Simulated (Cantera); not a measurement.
Cantera run, input and output.

```python
import numpy as np
import cantera as ct

gas = ct.Solution("gri30.yaml")
gas.TPX = 1225, 101325, {'N2O': 1, 'O2': 0.73}
reactor = ct.IdealGasConstPressureReactor(gas, energy="off", clone=False)
net = ct.ReactorNet([reactor])
net.rtol, net.atol = 1e-08, 1e-18
show = ['N2O', 'O2', 'N2', 'O', 'NO', 'NO2']
times = np.geomspace(1e-06, 60, 12)

steps = ct.SolutionArray(gas, extra=["t"])
rows = []
print(f"{'t/s':>10s}{'T/K':>9s}{'P/Pa':>11s}" + "".join(f"{s:>11s}" for s in show))
for t in times:
    while net.time < t:
        t_next = net.step()
        steps.append(gas.state, t=t_next)
    rows.append([np.interp(t, steps.t, y) for y in (steps.T, steps.P, *steps(*show).X.T)])
    print(f"{t:10.3e}{rows[-1][0]:9.1f}{rows[-1][1]:11.4g}" + "".join(f"{x:11.3e}" for x in rows[-1][2:]))
rate = np.gradient(steps.T, steps.t)
print("integrator steps:", len(steps.t))
if steps.T.max() > steps.T[0] + 200:
    print(f"time of steepest temperature rise: {steps.t[rate.argmax()]:.4e} s")
gas.TPX = 1225, 101325, {'N2O': 1, 'O2': 0.73}
gas.equilibrate("TP")
print(f"equilibrium (TP): T = {gas.T:.1f} K  " + "  ".join(f"{s} {gas[s].X[0]:.3e}" for s in show))
```

Result:

```
       t/s      T/K       P/Pa        N2O         O2         N2          O         NO        NO2
 1.000e-06   1225.0  1.013e+05  5.780e-01  4.220e-01  2.834e-07  2.569e-07  3.242e-09  1.274e-16
 5.095e-06   1225.0  1.013e+05  5.780e-01  4.220e-01  1.661e-06  1.063e-06  7.308e-08  5.357e-14
 2.595e-05   1225.0  1.013e+05  5.780e-01  4.220e-01  1.116e-05  2.370e-06  1.074e-06  1.111e-11
 1.322e-04   1225.0  1.013e+05  5.779e-01  4.220e-01  6.528e-05  2.526e-06  7.673e-06  5.623e-10
 6.736e-04   1225.0  1.013e+05  5.776e-01  4.220e-01  3.416e-04  2.525e-06  4.144e-05  1.611e-08
 3.432e-03   1225.0  1.013e+05  5.756e-01  4.224e-01  1.745e-03  2.523e-06  2.127e-04  3.868e-07
 1.748e-02   1225.0  1.013e+05  5.660e-01  4.241e-01  8.798e-03  2.508e-06  1.067e-03  6.498e-06
 8.907e-02   1225.0  1.013e+05  5.203e-01  4.323e-01  4.225e-02  2.415e-06  5.058e-03  5.006e-05
 4.538e-01   1225.0  1.013e+05  3.528e-01  4.629e-01  1.652e-01  2.000e-06  1.886e-02  2.051e-04
 2.312e+00   1225.0  1.013e+05  8.320e-02  5.148e-01  3.659e-01  8.144e-07  3.566e-02  4.094e-04
 1.178e+01   1225.0  1.013e+05  6.689e-04  5.326e-01  4.294e-01  3.789e-08  3.656e-02  7.968e-04
 6.000e+01   1225.0  1.013e+05  3.529e-07  5.327e-01  4.300e-01  3.072e-08  3.646e-02  8.751e-04
integrator steps: 1113
equilibrium (TP): T = 1225.0 K  N2O 1.518e-08  O2 5.514e-01  N2 4.483e-01  O 3.125e-08  NO 2.898e-04  NO2 7.076e-06
```

Detailed kinetics in Cantera: GRI-Mech 3.0 (53 species, 325 reactions). GRI-Mech 3.0 was tuned for natural gas; its chemistry of N2O as a main component is partial and can be far from experiment. The mechanism lacks the step 2 NO + O2 → 2 NO2, which can matter for NO2 below about 1400 K. The temperature is held fixed by assumption; the heat of reaction is taken as removed at once.
